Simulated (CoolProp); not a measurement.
The numbers come from the reference Helmholtz-energy equation of state, Platzer 1990 in CoolProp. This equation is an older, rougher fit; its heat capacities, sound speeds and derivatives of the liquid may be far off and weren't checked against measurements.

### Question
Give the vapour pressure (bar), enthalpy of vaporisation (kJ/kg), surface tension (mN/m), liquid viscosity (µPa s) of saturated R13 at -28.85, 4.05, 8.15 °C.

### Answer
| T (°C) | p (bar) | enthalpy of vaporisation (kJ/kg) | surface tension (mN/m) | liquid viscosity (µPa s) |
|---|---|---|---|---|
| -28.85 | 8.72 | 118 | 6.18 | 149 |
| 4.05 | 21.8 | 84.5 | 2.11 | 90.5 |
| 8.15 | 24.1 | 78.6 | 1.68 | 83.8 |

Viscosity comes from a separate model (Huber 2003), an estimate that may be off by 10 % or more. Surface tension comes from a separate correlation (Mulero 2012).
